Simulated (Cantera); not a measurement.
A perfectly stirred reactor is fed with CH4 : C2H6 : C3H8 : O2 : N2 : H2O = 1 : 0.92 : 1.3 : 9.77 : 36.7 : 1 (molar parts), at 750 Torr; it is adiabatic with a 675 K inlet, and is followed from long to short residence time, starting on the burning branch (τ in s: 0.17, 0.048, 0.014, 0.004, 0.0012, 0.00033, 9.6e-05, 2.8e-05, 8.1e-06).

Computed with Cantera and GRI-Mech 3.0 (53 species, 325 reactions). GRI-Mech 3.0 was tuned for natural gas; its chemistry of propane as a main component is partial and can be far from experiment.

Question: What does this change do: pressure from 750 Torr to 1730 Torr?

Answer: 
```json
[
 {"quantity": "blow-out, bracketed by the residence times tried", "before": "burning at 96.0 µs, out at 28.0 µs", "after": "burning at 28.0 µs, out at 8.10 µs"},
 {"quantity": "x(CH4) at τ = 0.170 s", "before": "8.14e-7", "after": "7.80e-7"},
 {"quantity": "x(C2H6) at τ = 0.170 s", "before": "2.26e-8", "after": "1.27e-8"},
 {"quantity": "x(C3H8) at τ = 0.170 s", "before": "3.59e-8", "after": "2.10e-8"},
 {"quantity": "x(C2H4) at τ = 0.170 s", "before": "1.79e-7", "after": "1.16e-7"},
 {"quantity": "x(O) at τ = 0.170 s", "before": "0.000272", "after": "0.000133"},
 {"quantity": "x(CH4) at τ = 1.20 ms", "before": "1.99e-5", "after": "1.77e-5"},
 {"quantity": "x(C2H6) at τ = 1.20 ms", "before": "2.44e-6", "after": "1.39e-6"},
 {"quantity": "x(C3H8) at τ = 1.20 ms", "before": "2.75e-6", "after": "1.71e-6"},
 {"quantity": "x(C2H4) at τ = 1.20 ms", "before": "8.15e-6", "after": "6.37e-6"},
 {"quantity": "x(O) at τ = 1.20 ms", "before": "0.00180", "after": "0.000830"}
]
```

Question: What does this change do: inlet temperature 675 to 423 K?

Answer: 
```csv
quantity,before,after
"blow-out, bracketed by the residence times tried","burning at 96.0 µs, out at 28.0 µs","burning at 96.0 µs, out at 28.0 µs"
x(CH4) at τ = 0.170 s,8.14e-7,2.55e-6
x(C2H6) at τ = 0.170 s,2.26e-8,4.97e-8
x(C3H8) at τ = 0.170 s,3.59e-8,6.70e-8
x(C2H4) at τ = 0.170 s,1.79e-7,4.33e-7
x(O) at τ = 0.170 s,0.000272,9.36e-5
x(CH4) at τ = 1.20 ms,1.99e-5,3.03e-5
x(C2H6) at τ = 1.20 ms,2.44e-6,3.87e-6
x(C3H8) at τ = 1.20 ms,2.75e-6,4.04e-6
x(C2H4) at τ = 1.20 ms,8.15e-6,1.38e-5
x(O) at τ = 1.20 ms,0.00180,0.00129
```
